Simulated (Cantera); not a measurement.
# Transport properties of process gases

Gas mixture: CH3OH = 0.98 (molar parts), at 368 Torr, frozen composition.

Cantera's kinetic-theory transport with the Lennard-Jones parameters of GRI-Mech 3.0, ideal gas; thermal conductivity in the mixture-averaged form. Polar gases are described roughly by these parameters. The composition is frozen, though it would react at the higher temperatures.

```tsv
T (K)	ρ (kg/m³)	cp (J/kg/K)	μ (µPa s)	λ (mW/m/K)	Pr	D (cm²/s) NO	D (cm²/s) CO2	D (cm²/s) OH
400	0.472	1604	13.1	28.2	0.745	0.538	0.391	0.850
550	0.343	1983	18.1	48.2	0.744	0.963	0.723	1.51
700	0.270	2314	22.8	70.5	0.748	1.48	1.13	2.31
850	0.222	2568	27.2	93.6	0.746	2.07	1.62	3.24
1000	0.189	2798	31.3	117	0.751	2.74	2.16	4.27
1150	0.164	2978	35.2	139	0.751	3.48	2.76	5.42
```
D: mixture-averaged diffusion coefficient of that species in the mixture.
